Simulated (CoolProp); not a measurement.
Dimethyl ether along the isotherm 290.8 K: fugacity coefficient from the reference equation and from simpler models built on Tc = 400.4 K, pc = 5.337 MPa, ω = 0.196; each cubic takes its own stable root.

The numbers come from the reference Helmholtz-energy equation of state, Wu 2011 in CoolProp.

```
p (MPa)   phase  reference  van der Waals  Redlich-Kwong  Soave-Redlich-Kwong
-------  ------  ---------  -------------  -------------  -------------------
1.91     liquid     0.2348         0.5884         0.3111               0.2400
3.81     liquid     0.1242         0.3217         0.1657               0.1276
5.72     liquid    0.08726         0.2335         0.1172              0.09010
7.62     liquid    0.06907         0.1906        0.09331              0.07165
9.53     liquid    0.05823         0.1657        0.07915              0.06069
11.4     liquid    0.05126         0.1502        0.07008              0.05366
13.3     liquid    0.04629         0.1397        0.06365              0.04868
15.2     liquid    0.04267         0.1325        0.05899              0.04506
17.2     liquid    0.03982         0.1274        0.05537              0.04225
19.1     liquid    0.03776         0.1243        0.05278              0.04023
21       liquid    0.03616         0.1223        0.05079              0.03868
22.9     liquid    0.03491         0.1214        0.04928              0.03748
24.8     liquid    0.03392         0.1212        0.04812              0.03657
26.7     liquid    0.03316         0.1217        0.04726              0.03588
```
